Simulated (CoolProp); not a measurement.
Vapour-liquid equilibrium of R125 (1) + R245fa (2) at 2.85 bar; x and y are mole fractions of (1).

Values from CoolProp's multi-fluid Helmholtz-energy mixture model, Lemmon 2005 and Akasaka 2015; pair parameters Bell 2016.

Q: Give the bubble temperature and the first vapour's composition at x = 0.25, 0.75, 0.95. Is there an azeotrope?

A: x = 0.25: 9.1 °C, y = 0.768; x = 0.75: -17.1 °C, y = 0.973; x = 0.95: -23.1 °C, y = 0.996. No azeotrope shows between x = 0.05 and 0.95.

The pair parameters rest on a limited set of measurements; away from them the model extrapolates. The gap from Raoult's law changes sign with composition, which may be real or a fault of the pair parameters; it wasn't checked against measurements.
